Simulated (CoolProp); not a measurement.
Propane at several states: density (kg/m³) from the reference equation and from simpler models built on Tc = 369.9 K, pc = 4.251 MPa, ω = 0.152; each cubic takes its own stable root.

Model: reference Helmholtz-energy equation of state, Lemmon 2009, in CoolProp.

```
T (K)  p (MPa)   phase  reference
-----  -------  ------  ---------
120.6     1.45  liquid      697.8
146.4    0.223  liquid      671.2
314.2     1.79  liquid      467.3
```

**Question.** How far does each simpler model (van der Waals, Redlich-Kwong, Soave-Redlich-Kwong, Peng-Robinson) lie from the reference over these 3 states: mean and median of the absolute difference, and the worst?

**Answer.** 
- van der Waals: mean 55.4 %, median 37.6 %, worst -91.6 % at 314.2 K and 1.79 MPa
- Redlich-Kwong: mean 8.6 %, median 7.1 %, worst -12.4 % at 314.2 K and 1.79 MPa
- Soave-Redlich-Kwong: mean 7.7 %, median 7.3 %, worst -9.6 % at 314.2 K and 1.79 MPa
- Peng-Robinson: mean 3.8 %, median 3.9 %, worst +5.1 % at 146.4 K and 0.223 MPa

At some of these states van der Waals gives the other phase, because its saturation line lies elsewhere.
